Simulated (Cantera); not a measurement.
Feed: 1 mol FeS₂, 2.9 mol H₂, at 1252 °C.

These are equilibrium values from Cantera (NASA tables, ideal gas, pure condensed phases), not measurements of a reactor. Candidate condensed phases: Fe, FeS, FeS₂, S; 8 gas species. FeS: taken at fixed stoichiometry. The numbers say what is thermodynamically allowed, not how fast it happens.

### Question
At 17.0 mbar, list the 4 most abundant gas species with their mole fractions, and the condensed phases.

### Answer
H₂ 0.790, H₂S 0.105, S₂ 0.0997, SH 0.00501. Condensed: FeS(l).
